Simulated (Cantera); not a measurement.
Feed: 1 mol SiH₂Cl₂, 1.2 mol C₂H₂, 61 mol H₂, held at 1000 K and 19.0 mbar.

These are equilibrium values from Cantera (NASA tables, ideal gas, pure condensed phases), not measurements of a reactor. Candidate condensed phases: C, C₆H₆, C₇H₈, C₈H₁₈, Si, SiC; 109 gas species. Kinetics and transport are ignored.

Base state: H₂ 0.967, HCl 0.0310, CH₄ 0.00170, SiCl₄ 3.43e-5 (mole fractions); condensed: C(graphite) + SiC(s).

Question: What changes in the equilibrium state with this change: temperature from 1000 K to 2073 K?

Answer: 
| species | before | after |
|---|---|---|
| H₂ | 0.967 | 0.949 |
| HCl | 0.0310 | 0.0301 |
| H | 1.62e-8 | 0.0186 |
| CH₄ | 0.00170 | 6.03e-6 |
| Si | <1e-9 | 0.000373 |
| C₂H₂ (acetylene) | 1.10e-9 | 0.00116 |
| Cl | <1e-9 | 0.000435 |
| SiCl₄ | 3.43e-5 | <1e-9 |
| C(graphite), mol | 1.29 | 1.29 |
| SiC(s), mol | 0.997 | 0.958 |
The tables' values for SiCl are old estimates; treat these amounts as uncertain. Gases not in the tables: Si₂H₆ and higher silanes.

Question: What changes in the equilibrium state with this change: pressure from 19.0 mbar to 1.70 mbar?

Answer: 
```json
[
 {"species": "H₂", "before": "0.967", "after": "0.969"},
 {"species": "HCl", "before": "0.0310", "after": "0.0311"},
 {"species": "CH₄", "before": "0.00170", "after": "0.000152"},
 {"species": "SiCl₄", "before": "3.43e-5", "after": "3.10e-6"},
 {"species": "C(graphite), mol", "before": "1.29", "after": "1.39"},
 {"species": "SiC(s), mol", "before": "0.997", "after": "1.000"}
]
```
